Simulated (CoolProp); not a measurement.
Model: reference Helmholtz-energy equation of state, Thol 2017, in CoolProp.

Q: Give the vapour pressure (MPa), liquid density (kg/m³), enthalpy of vaporisation (kJ/kg), vapour Z of saturated decamethyltetrasiloxane (MD2M) at 167.45, 177.45 °C.

A: 
```
T (°C)  p (MPa)  liquid density (kg/m³)  enthalpy of vaporisation (kJ/kg)  vapour Z
------  -------  ----------------------  --------------------------------  --------
167.45   0.0500                     700                               140     0.957
177.45   0.0658                     688                               136     0.947
```
